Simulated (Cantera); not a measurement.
Mixture: CO : H₂ : CH₄ : O₂ : N₂ = 1 : 1.1 : 0.79 : 2.71 : 10.2 (molar parts), at 0.540 bar, adiabatic and at constant pressure. Ignition delay is the time to a rise of 400 K.

Detailed kinetics in Cantera: GRI-Mech 3.0 (53 species, 325 reactions).

Problem. Predict: delay at 1025 K; delay at 1175 K; delay at 1325 K; delay at 1475 K; delay at 1625 K; apparent activation energy between 1550 and 1700 K.

Solution. 
```json
{
  "delay at 1025 K": "4.26 ms",
  "delay at 1175 K": "0.974 ms",
  "delay at 1325 K": "0.328 ms",
  "delay at 1475 K": "0.149 ms",
  "delay at 1625 K": "80.8 µs",
  "apparent activation energy between 1550 and 1700 K": "81 kJ/mol"
}
```
